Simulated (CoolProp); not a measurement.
Properties of toluene along the isobar 4.57 MPa.

Values from CoolProp's reference Helmholtz-energy equation of state, Lemmon 2006. It is a short technical equation, of lower accuracy than the large ones.

```csv
T (°C),phase,Z,cp (kJ/(kg K)),isothermal compressibility (1/MPa),conductivity (mW/(m K))
169.45,liquid,0.1581,2.213,0.002910,96.2
181.45,liquid,0.1568,2.261,0.003319,93.8
193.35,liquid,0.1559,2.310,0.003815,91.6
205.35,liquid,0.1553,2.361,0.004436,89.5
217.35,liquid,0.1550,2.415,0.005226,87.6
229.25,liquid,0.1551,2.472,0.006244,85.8
241.25,liquid,0.1557,2.535,0.007617,84.1
253.25,liquid,0.1568,2.605,0.009528,82.5
```

Thermal conductivity comes from a separate model (Assael 2012).
